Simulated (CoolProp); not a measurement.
Properties of hexamethyldisiloxane (MM) along the isobar 1.01 bar.

Computed with CoolProp (reference Helmholtz-energy equation of state, Thol 2016).

```json
[
 {"T (K)": "212.3", "phase": "liquid", "isothermal compressibility (1/MPa)": "0.001027", "fugacity coefficient": "7.229e-5"},
 {"T (K)": "228.8", "phase": "liquid", "isothermal compressibility (1/MPa)": "0.001171", "fugacity coefficient": "0.0004178"},
 {"T (K)": "245.3", "phase": "liquid", "isothermal compressibility (1/MPa)": "(withheld)", "fugacity coefficient": "0.001824"},
 {"T (K)": "261.8", "phase": "liquid", "isothermal compressibility (1/MPa)": "0.001536", "fugacity coefficient": "0.006364"},
 {"T (K)": "278.3", "phase": "liquid", "isothermal compressibility (1/MPa)": "0.001770", "fugacity coefficient": "0.01853"},
 {"T (K)": "294.8", "phase": "liquid", "isothermal compressibility (1/MPa)": "0.002053", "fugacity coefficient": "(withheld)"},
 {"T (K)": "311.3", "phase": "liquid", "isothermal compressibility (1/MPa)": "0.002397", "fugacity coefficient": "0.1034"},
 {"T (K)": "327.8", "phase": "liquid", "isothermal compressibility (1/MPa)": "0.002823", "fugacity coefficient": "(withheld)"},
 {"T (K)": "344.3", "phase": "liquid", "isothermal compressibility (1/MPa)": "0.003360", "fugacity coefficient": "(withheld)"},
 {"T (K)": "360.8", "phase": "liquid", "isothermal compressibility (1/MPa)": "0.004053", "fugacity coefficient": "0.6501"},
 {"T (K)": "377.3", "phase": "gas", "isothermal compressibility (1/MPa)": "(withheld)", "fugacity coefficient": "0.9428"},
 {"T (K)": "393.7", "phase": "gas", "isothermal compressibility (1/MPa)": "10.47", "fugacity coefficient": "(withheld)"},
 {"T (K)": "410.2", "phase": "gas", "isothermal compressibility (1/MPa)": "10.38", "fugacity coefficient": "0.9577"},
 {"T (K)": "426.7", "phase": "gas", "isothermal compressibility (1/MPa)": "10.31", "fugacity coefficient": "0.9632"},
 {"T (K)": "443.2", "phase": "gas", "isothermal compressibility (1/MPa)": "10.25", "fugacity coefficient": "(withheld)"}
]
```

Problem. Complete the blanks.

Solution. 
- 245.3, isothermal compressibility (1/MPa): 0.001338
- 294.8, fugacity coefficient: 0.04653
- 327.8, fugacity coefficient: 0.2072
- 344.3, fugacity coefficient: 0.3808
- 377.3, isothermal compressibility (1/MPa): 10.59
- 393.7, fugacity coefficient: 0.9510
- 443.2, fugacity coefficient: 0.9678
